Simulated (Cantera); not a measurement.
A perfectly stirred reactor is fed with C₂H₄ : H₂ = 1 : 3.1 (molar parts), at 0.000257 atm; it is held at 1698 K, and followed from long to short residence time.

Computed with Cantera and GRI-Mech 3.0 (53 species, 325 reactions). GRI-Mech 3.0 was tuned for natural gas; its chemistry of ethylene as a main component is partial and can be far from experiment. GRI-Mech 3.0 stops at C3 and has no aromatics, soot or wall deposition, so with more carbon than oxygen in the feed, carbon stays in small species such as C2H2 where larger ones or solid carbon would form. Radical loss at walls, strong at low pressure, is not modelled.

One state of this run: x C₂H₄ = 0.237; x H₂ = 0.758; x C₂H = 1.72e-10; x CH₃ = 3.99e-9; x CH₂ = 1.05e-9; x CH₄ = 4.84e-8; x C₂H₆ = 1.12e-8. x: mole fraction; the columns are a selection and need not sum to one.

Problem. Which value of τ (s) does it belong to?
(A) 0.11
(B) 0.012
(C) 0.0039
(D) 0.035

Solution. D, 0.035
